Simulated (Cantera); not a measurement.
## Thermodynamics of silicon epitaxy and polysilicon growth, feed Si₂H₆ + HCl + N₂

Input: 1 mol Si₂H₆, 1.8 mol HCl, 8.6 mol N₂, held at 1273.15 K.

Method: chemical equilibrium by Gibbs-energy minimisation in Cantera with the NASA 1993 tables (ideal gas, pure condensed phases). Candidate condensed phases: NH₄Cl, Si, Si₃N₄; 28 gas species. The feed counts by its element totals alone. N₂ is the only nitrogen source here; it is nearly inert below about 1500 K, so the nitride shown seldom forms there in practice. The tables' values for SiCl₃ are old estimates; treat these amounts as uncertain. Kinetics and transport are ignored.

From 1.00 mbar to 2.00 bar the condensed part is Si₃N₄(s). The main Si-bearing gas is SiCl₂ at 1.00 mbar and SiCl₄ at 2.00 bar.

```csv
P (Pa),log p N₂,log p H₂,log p HCl,log p SiCl₄,log p SiCl₂,n Si₃N₄(s)
100,-3.22,-3.60,-3.84,-6.88,-5.92,0.661
350,-2.68,-3.06,-3.29,-6.14,-5.73,0.663
1300,-2.11,-2.49,-2.72,-5.38,-5.54,0.664
4500,-1.57,-1.95,-2.18,-4.66,-5.37,0.664
16000,-1.02,-1.40,-1.63,-3.94,-5.19,0.663
56000,-0.47,-0.85,-1.09,-3.23,-5.02,0.662
200000,0.08,-0.30,-0.54,-2.52,-4.84,0.660
```
log p: log10 of the partial pressure in bar; n: condensed amount in mol.
